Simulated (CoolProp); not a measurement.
Properties of water along the isobar 76400 kPa.

Model: reference Helmholtz-energy equation of state, Wagner 2002, in CoolProp.

```json
[
 {"T (K)": "519.2", "phase": "liquid", "density (kg/m³)": "[?]", "cv (kJ/(kg K))": "3.134", "Prandtl number": "0.786"},
 {"T (K)": "532.1", "phase": "liquid", "density (kg/m³)": "851.8", "cv (kJ/(kg K))": "3.098", "Prandtl number": "0.770"},
 {"T (K)": "544.9", "phase": "liquid", "density (kg/m³)": "837.4", "cv (kJ/(kg K))": "3.064", "Prandtl number": "0.758"},
 {"T (K)": "557.8", "phase": "liquid", "density (kg/m³)": "822.2", "cv (kJ/(kg K))": "[?]", "Prandtl number": "0.750"},
 {"T (K)": "570.7", "phase": "liquid", "density (kg/m³)": "806.4", "cv (kJ/(kg K))": "3.000", "Prandtl number": "0.745"},
 {"T (K)": "583.6", "phase": "liquid", "density (kg/m³)": "789.9", "cv (kJ/(kg K))": "2.971", "Prandtl number": "[?]"},
 {"T (K)": "596.4", "phase": "liquid", "density (kg/m³)": "772.9", "cv (kJ/(kg K))": "2.943", "Prandtl number": "0.745"},
 {"T (K)": "609.3", "phase": "liquid", "density (kg/m³)": "755.0", "cv (kJ/(kg K))": "2.917", "Prandtl number": "0.750"},
 {"T (K)": "622.2", "phase": "liquid", "density (kg/m³)": "736.2", "cv (kJ/(kg K))": "2.892", "Prandtl number": "0.759"},
 {"T (K)": "635", "phase": "liquid", "density (kg/m³)": "716.6", "cv (kJ/(kg K))": "2.869", "Prandtl number": "0.770"},
 {"T (K)": "647.9", "phase": "supercritical", "density (kg/m³)": "696.0", "cv (kJ/(kg K))": "2.848", "Prandtl number": "0.786"},
 {"T (K)": "660.8", "phase": "supercritical", "density (kg/m³)": "674.2", "cv (kJ/(kg K))": "2.829", "Prandtl number": "0.805"},
 {"T (K)": "673.7", "phase": "supercritical", "density (kg/m³)": "[?]", "cv (kJ/(kg K))": "2.811", "Prandtl number": "0.828"},
 {"T (K)": "686.5", "phase": "supercritical", "density (kg/m³)": "627.4", "cv (kJ/(kg K))": "2.795", "Prandtl number": "0.856"},
 {"T (K)": "699.4", "phase": "supercritical", "density (kg/m³)": "602.1", "cv (kJ/(kg K))": "2.780", "Prandtl number": "0.888"}
]
```

Task: Complete the blanks.

Result: 
- 519.2, density (kg/m³): 865.8
- 557.8, cv (kJ/(kg K)): 3.032
- 583.6, Prandtl number: 0.744
- 673.7, density (kg/m³): 651.3

Viscosity comes from a separate model (Huber 2009). Thermal conductivity comes from a separate model (Huber 2012).
